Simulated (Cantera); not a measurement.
Input (Python, Cantera):

```python
import numpy as np
import cantera as ct

gas = ct.Solution("gri30.yaml")
gas.TPX = 1300, 320000, {'CH4': 1, 'O2': 2.86, 'N2': 20.6, 'H2O': 2.9}
reactor = ct.IdealGasReactor(gas, energy="on", clone=False)
net = ct.ReactorNet([reactor])
net.rtol, net.atol = 1e-08, 1e-16
show = ['CH4', 'O2', 'H2O', 'NO2', 'C2H', 'HO2', 'CH2O']
times = np.geomspace(2e-06, 0.2, 14)

steps = ct.SolutionArray(gas, extra=["t"])
rows = []
print(f"{'t/s':>10s}{'T/K':>9s}{'P/Pa':>11s}" + "".join(f"{s:>11s}" for s in show))
for t in times:
    while net.time < t:
        t_next = net.step()
        steps.append(gas.state, t=t_next)
    rows.append([np.interp(t, steps.t, y) for y in (steps.T, steps.P, *steps(*show).X.T)])
    print(f"{t:10.3e}{rows[-1][0]:9.1f}{rows[-1][1]:11.4g}" + "".join(f"{x:11.3e}" for x in rows[-1][2:]))
rate = np.gradient(steps.T, steps.t)
print("integrator steps:", len(steps.t))
if steps.T.max() > steps.T[0] + 200:
    print(f"time of steepest temperature rise: {steps.t[rate.argmax()]:.4e} s")
gas.TPX = 1300, 320000, {'CH4': 1, 'O2': 2.86, 'N2': 20.6, 'H2O': 2.9}
gas.equilibrate("UV")
print(f"equilibrium (UV): T = {gas.T:.1f} K  " + "  ".join(f"{s} {gas[s].X[0]:.3e}" for s in show))
```

Result:

```
       t/s      T/K       P/Pa        CH4         O2        H2O        NO2        C2H        HO2       CH2O
 2.000e-06   1300.0    3.2e+05  3.655e-02  1.045e-01  1.060e-01  1.365e-26  1.689e-34  6.774e-09  2.658e-11
 4.849e-06   1300.0    3.2e+05  3.655e-02  1.045e-01  1.060e-01  3.418e-25  1.525e-32  1.637e-08  1.632e-10
 1.176e-05   1300.0    3.2e+05  3.655e-02  1.045e-01  1.060e-01  6.834e-24  1.352e-30  3.926e-08  9.993e-10
 2.850e-05   1300.0    3.2e+05  3.655e-02  1.045e-01  1.060e-01  1.389e-22  1.295e-28  9.250e-08  6.240e-09
 6.910e-05   1300.0    3.2e+05  3.655e-02  1.045e-01  1.060e-01  3.293e-21  1.560e-26  2.090e-07  4.200e-08
 1.675e-04   1300.0    3.2e+05  3.655e-02  1.045e-01  1.060e-01  9.285e-20  2.855e-24  4.254e-07  3.277e-07
 4.062e-04   1300.0    3.2e+05  3.654e-02  1.045e-01  1.060e-01  2.777e-18  9.471e-22  6.621e-07  2.985e-06
 9.848e-04   1300.2    3.2e+05  3.650e-02  1.045e-01  1.060e-01  6.998e-17  2.008e-19  9.063e-07  2.176e-05
 2.388e-03   1301.2  3.203e+05  3.633e-02  1.044e-01  1.062e-01  1.860e-15  1.290e-17  2.003e-06  9.668e-05
 5.789e-03   1310.9  3.227e+05  3.493e-02  1.034e-01  1.073e-01  1.373e-13  5.416e-15  8.883e-06  4.820e-04
 1.403e-02   2230.5  5.499e+05  2.011e-19  3.096e-02  1.767e-01  3.840e-07  2.754e-27  3.162e-06  8.490e-13
 3.403e-02   2228.0  5.493e+05  1.977e-19  3.047e-02  1.767e-01  1.470e-06  2.577e-27  3.099e-06  8.357e-13
 8.249e-02   2223.8  5.482e+05  1.918e-19  2.966e-02  1.767e-01  3.241e-06  2.296e-27  2.995e-06  8.143e-13
 2.000e-01   2220.2  5.473e+05  1.864e-19  2.895e-02  1.768e-01  4.765e-06  2.067e-27  2.905e-06  7.963e-13
integrator steps: 2064
time of steepest temperature rise: 8.0417e-03 s
equilibrium (UV): T = 2219.3 K  CH4 2.697e-19  O2 2.878e-02  H2O 1.768e-01  NO2 5.124e-06  C2H 2.343e-27  HO2 2.883e-06  CH2O 7.921e-13
```

Detailed kinetics in Cantera: GRI-Mech 3.0 (53 species, 325 reactions).
